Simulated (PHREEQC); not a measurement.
Consider water at 40 °C with 80 mmol/kgw Na2HPO4 and 1.8 mmol/kgw Na3PO4. Closed to the air; pH follows from the charge balance.

The numbers come from PHREEQC with the ion-association model, phreeqc.dat.

Precipitation was switched off in this run.

Task: Order these P species by the share of P that they hold, largest first: HPO4-2, NaHPO4-, PO4-3.

Result: HPO4-2 (90 %), NaHPO4- (7.6 %), PO4-3 (2.0 %)

The pH is 9.74 and the ionic strength 0.238 mol/kgw. At this temperature some constants are extrapolated from 25 °C, and those without enthalpy data are left unchanged.
